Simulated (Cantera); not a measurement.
What does this Cantera script print?

```python
import numpy as np
import cantera as ct

gas_names = """
    CL CLO CL2 Fe FeCL FeCL2 FeCL3 FeO Fe(OH)2 Fe2CL4 Fe2CL6 H HCL HOCL HO2 H2 H2O H2O2 O OH O2 O3
""".split()
cond_names = """
    Fe(a) Fe(c) Fe(d) Fe(L) FeCL2(s) FeCL2(L) FeCL3(s) FeCL3(L) FeO(s) FeO(L) Fe(OH)2(s) Fe(OH)3(s)
    Fe2O3(s) Fe3O4(s) H2O(s) H2O(L)
""".split()


# ... load() reads the species with a 1 bar reference pressure and builds the phases ...
atoms = {
    'FeCl2': {'Fe': 1, 'CL': 2},
    'O2': {'O': 2},
    'H2': {'H': 2},
}
top_T = {'Fe2O3(s)': 1830, 'Fe3O4(s)': 1870}  # K; cautious upper limits of use, not melting points


# ... equilibrate(T, P, feed) seeds the gas with the atoms and calls Mixture.equilibrate('TP', solver="vcs", rtol=1e-11, max_steps=5000) ...
results = []
feed = {'FeCl2': 1, 'O2': 0.11, 'H2': 32}  # mol
P = 10000  # Pa
for T in [1175, 1225, 1275, 1325, 1375, 1425, 1475, 1525, 1575, 1625, 1675, 1725, 1775, 1825]:
    mix = equilibrate(T, P, feed)
    results.append((T, P, feed, dict(zip(mix.species_names, mix.species_moles))))

top = {s: max(r[3][s] / sum(r[3][g] for g in gas_names) for r in results) for s in gas_names}
cols = sorted((s for s in top if top[s] > 1e-06), key=lambda s: -top[s])[:6]
seen = [c for c in cond_names if any(r[3].get(c, 0) > 1e-12 for r in results)]
print("log10 of partial pressures in bar; condensed amounts in mol")
print(f"{'T/K':>10s}" + "".join(f"{s[:9]:>10s}" for s in cols + seen))
for T, P, feed, n in results:
    ng = sum(n[g] for g in gas_names)
    print(f"{T:10.4g}" + "".join(f"{np.log10(max(n[s] / ng * P / 1e5, 1e-99)):10.3f}" for s in cols)
          + "".join(f"{n.get(c, 0):10.4g}" for c in seen))
```

Output:

```
log10 of partial pressures in bar; condensed amounts in mol
       T/K        H2       HCL       H2O     FeCL2         H        Fe     Fe(a)     Fe(c)     Fe(d)     Fe(L)
      1175    -1.030    -2.236    -3.176    -3.901    -7.426   -10.677    0.9585         0         0         0
      1225    -1.030    -2.239    -3.176    -3.842    -7.021    -9.948         0    0.9525         0         0
      1275    -1.029    -2.241    -3.176    -3.789    -6.647    -9.277         0    0.9463         0         0
      1325    -1.029    -2.244    -3.176    -3.741    -6.301    -8.659         0    0.9401         0         0
      1375    -1.029    -2.247    -3.176    -3.697    -5.980    -8.086         0    0.9337         0         0
      1425    -1.029    -2.250    -3.176    -3.658    -5.681    -7.554         0    0.9274         0         0
      1475    -1.029    -2.253    -3.176    -3.622    -5.402    -7.059         0    0.9211         0         0
      1525    -1.029    -2.256    -3.176    -3.589    -5.141    -6.597         0    0.9148         0         0
      1575    -1.029    -2.259    -3.176    -3.559    -4.896    -6.165         0    0.9086         0         0
      1625    -1.029    -2.262    -3.176    -3.531    -4.666    -5.761         0    0.9023         0         0
      1675    -1.029    -2.265    -3.176    -3.506    -4.450    -5.382         0         0    0.8957         0
      1725    -1.029    -2.268    -3.176    -3.484    -4.246    -5.026         0         0    0.8885         0
      1775    -1.029    -2.270    -3.176    -3.464    -4.053    -4.691         0         0    0.8797         0
      1825    -1.029    -2.273    -3.177    -3.448    -3.871    -4.378         0         0         0    0.8683
```

These are equilibrium values from Cantera (NASA tables, ideal gas, pure condensed phases), not measurements of a reactor.
